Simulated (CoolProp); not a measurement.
Vapour-liquid equilibrium of R134a (1) + R124 (2) at 0.852 MPa; x and y are mole fractions of (1).

The numbers come from the multi-fluid Helmholtz-energy mixture model, Tillner-Roth 1994 and de Vries 1995; pair parameters Bell 2016 in CoolProp.

| x | bubble temperature (K) | y at the bubble point | dew temperature at overall composition x (K) | liquid density (mol/L) |
|---|---|---|---|---|
| 0.05 | 325.2 | 0.080 | 325.8 | 9.255 |
| 0.15 | 322.3 | 0.223 | 323.8 | 9.469 |
| 0.25 | 319.6 | 0.349 | 321.7 | 9.686 |
| 0.35 | 317.3 | 0.460 | 319.6 | 9.905 |
| 0.45 | 315.2 | 0.560 | 317.5 | 10.13 |
| 0.55 | 313.3 | 0.650 | 315.4 | 10.36 |
| 0.65 | 311.5 | 0.734 | 313.3 | 10.59 |
| 0.75 | 310.0 | 0.813 | 311.2 | 10.84 |
| 0.85 | 308.6 | 0.889 | 309.3 | 11.09 |
| 0.95 | 307.3 | 0.963 | 307.5 | 11.36 |

No azeotrope shows between x = 0.05 and 0.95.

Pair parameters are fitted to limited data, so mixtures are less certain than the pure fluids.
